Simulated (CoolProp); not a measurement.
The fluid at 293.15 K and 2.63 MPa (liquid) is heated at constant pressure to 477.5 K. The same conditions are run with several fluids, on thermodynamics alone (safety and materials aside).

The numbers come from the reference Helmholtz-energy equation of state of each fluid (n-nonane: Lemmon 2006; 1,2-dichloroethane: Thol 2015; octamethyltrisiloxane (MDM): Thol 2017; tetradecamethylhexasiloxane (MD4M): Thol 2019) in CoolProp.

```tsv
fluid	heat (kJ/kg)	final density (kg/m³)
n-nonane	[?]	[?]
1,2-dichloroethane	261	[?]
octamethyltrisiloxane (MDM)	[?]	[?]
tetradecamethylhexasiloxane (MD4M)	350	717
```

**Question.** What belongs in the gaps?

**Answer.** 
- n-nonane, heat (kJ/kg): 472
- n-nonane, final density (kg/m³): 563
- 1,2-dichloroethane, final density (kg/m³): 931
- octamethyltrisiloxane (MDM), heat (kJ/kg): 368
- octamethyltrisiloxane (MDM), final density (kg/m³): 622
